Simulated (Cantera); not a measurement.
An adiabatic, constant-volume homogeneous reactor starts with 15.6 % CH4, 14.1 % O2, 53.2 % N2, 17.1 % H2O, equivalence ratio 2.2, at 1798 K and 1.00 bar.

Cantera simulation using GRI-Mech 3.0 (53 species, 325 reactions); the numbers are that mechanism's predictions, not measurements.

Problem. Predict: time of steepest temperature rise; temperature at 2.00 s; equilibrium temperature; x(O2) at 2.00 s; x(H2O) at 2.00 s; x(HCN) at 2.00 s; x(H2) at 2.00 s.

Solution. 
| Quantity | Result |
|---|---|
| time of steepest temperature rise | 0.145 ms |
| temperature at 2.00 s | 2675 K |
| equilibrium temperature | 2675 K |
| x(O2) at 2.00 s | 0.000167 (gas-phase equilibrium 0.000167) |
| x(H2O) at 2.00 s | 0.224 (gas-phase equilibrium 0.224) |
| x(HCN) at 2.00 s | 8.60e-8 (gas-phase equilibrium 8.60e-8) |
| x(H2) at 2.00 s | 0.173 (gas-phase equilibrium 0.173) |
